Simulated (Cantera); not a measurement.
A jet of 3.76 % H₂, 6.16 % O₂, 90.1 % N₂, equivalence ratio 0.31 at 300 K and 51.0 Torr hits a platinum plate 7.1 cm away at a mass flux of 0.022 kg/m²/s; the plate temperature is set and raised in steps from an oxygen-covered start.

Cantera simulation using Deutschmann's 1995 Pt surface mechanism with GRI-Mech 3.0 gas chemistry; the numbers are that mechanism's predictions, not measurements. Catalytic surfaces can have several steady states; this one follows from the mechanism file's or the stated starting coverage.

x: mole fraction at the wall; θ: surface coverage.

| plate T (K) | wall x H₂ | wall x O₂ | wall x H₂O | wall x OH | θ free Pt | θ O* | θ OH* |
|---|---|---|---|---|---|---|---|
| 700 | 0.00140 | 0.0230 | 0.0693 | <1e-8 | 0.117 | 0.879 | … |
| 750 | 0.00124 | 0.0229 | 0.0692 | <1e-8 | 0.137 | 0.859 | … |
| 800 | 0.000992 | 0.0227 | 0.0694 | <1e-8 | 0.179 | 0.818 | … |
| 850 | 0.000777 | 0.0226 | 0.0695 | 1.56e-8 | 0.238 | 0.760 | … |
| 900 | 0.000626 | 0.0225 | 0.0695 | 4.90e-8 | 0.307 | 0.691 | … |
| 950 | 0.000524 | 0.0224 | 0.0695 | 1.36e-7 | 0.380 | 0.618 | … |

Fill in the missing entries.


- 700, θ OH*: 0.00431
- 750, θ OH*: 0.00336
- 800, θ OH*: 0.00282
- 850, θ OH*: 0.00243
- 900, θ OH*: 0.00210
- 950, θ OH*: 0.00181
